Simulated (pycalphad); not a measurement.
Effect of B content in Ti-Hf-B

All values are pycalphad results on the COST 507 light-alloy database (1999) (1 atm), not direct measurements. The database dates from 1999; later assessments differ in places, in temperatures and in the compounds included. Phase fractions are per mole of atoms. Diffusion is slow at the low end, where real alloys seldom reach equilibrium.

### Question
One of these alloys has its liquidus at 1897 K, its solidus at 1820 K, and holds HCP_A3 0.97, BM 0.03 at 750 K. Which?
A. Ti-14.38Hf-4.24B (at.%)
B. Ti-14.38Hf-0.53B (at.%)
C. Ti-14.38Hf-1.59B (at.%)
D. Ti-14.38Hf-1.06B (at.%)
E. Ti-14.38Hf-2.12B (at.%)

### Answer
C, Ti-14.38Hf-1.59B (at.%). The others: Ti-14.38Hf-0.53B (at.%), liquidus 1916, solidus 1820; Ti-14.38Hf-1.06B (at.%), liquidus 1906, solidus 1820; Ti-14.38Hf-2.12B (at.%), liquidus 1888, solidus 1820; Ti-14.38Hf-4.24B (at.%), liquidus 1858, solidus 1820

Database names, with the compositions (at.%) that they take in these runs: BM: Ti 48-50 B 50 Hf 0-2. HCP_A3 is hcp.
